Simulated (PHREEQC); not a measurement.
Consider water at 25 °C with 0.027 mol Cu(NO3)2, 0.00047 mol H2SO4 and 0.0019 mol FeCl3 per kg of water. Closed to the air; pH follows from the charge balance.

All values are PHREEQC results (ion-association model, phreeqc.dat), not measurements.

```json
[
 {"quantity": "pH", "before": "2.73", "after": "2.96"},
 {"quantity": "FeOH+2 (mol/kgw)", "before": "0.000856", "after": "0.000550"},
 {"quantity": "Fe+3 (mol/kgw)", "before": "0.000520", "after": "0.000179"},
 {"quantity": "Fe2(OH)2+4 (mol/kgw)", "before": "0.000137", "after": "3.85e-5"},
 {"quantity": "SI of Goethite (FeOOH)", "before": "+5.17", "after": "+5.52"},
 {"quantity": "SI of Hematite (Fe2O3)", "before": "+12.34", "after": "+13.05"}
]
```

Question: What was changed between the two runs?
A) H2SO4 replaced by Li2SO4 at the same molality
B) H2SO4 left out
C) Cu(NO3)2 left out
D) diluted 2-fold with water
E) Cu(NO3)2 from 0.027 to 0.0135 mol/kgw

Answer: D, diluted 2-fold with water

This is a speciation only: nothing precipitates in the calculation. Some of these states are supersaturated (in Hematite (slow to form), Goethite (slow to form), for instance).
